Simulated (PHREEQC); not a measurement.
A column of 0.5 m (40 cells, dispersivity 0.04 m, 60 s a shift, diffusion coefficient 3e-10 m²/s) holds 0.073 eq of the database's cation exchanger X per kg of pore water, first in equilibrium with 0.0035 mol KCl, 0.031 mol NaCl and 1e-05 mol HCl per kg of water. It is flushed with 0.54 mmol/kgw KBr, 52 mmol/kgw ZnSO4 and 0.01 mmol/kgw HCl, at 25 °C. Values are for the last cell. No CO2 enters from the air. Precipitation was switched off in this run.

Base run: PHREEQC, ion-association model, phreeqc.dat. Each further column changes one thing. The table gives Zn in solution (mol/kgw).

| pore volumes | base | exchange capacity from 0.073 to 0.036 eq/kgw | dispersivity from 0.04 to 0.08 m |
|---|---|---|---|
| 0 | 0 | 0 | 0 |
| 0.6375 | 0 | 3.21e-14 | 0 |
| 1.137 | 0.000418 | … | 0.00655 |
| 1.762 | 0.0351 | 0.0453 | … |
| 2.263 | 0.0461 | 0.0503 | … |
| 2.888 | 0.0503 | … | 0.0490 |
| 3.388 | 0.0514 | 0.0519 | … |
| 4.013 | 0.0518 | … | 0.0514 |

Q: Fill in the missing entries.

A: 
- 1.137, exchange capacity from 0.073 to 0.036 eq/kgw: 0.0188
- 1.762, dispersivity from 0.04 to 0.08 m: 0.0348
- 2.263, dispersivity from 0.04 to 0.08 m: 0.0442
- 2.888, exchange capacity from 0.073 to 0.036 eq/kgw: 0.0517
- 3.388, dispersivity from 0.04 to 0.08 m: 0.0505
- 4.013, exchange capacity from 0.073 to 0.036 eq/kgw: 0.0520
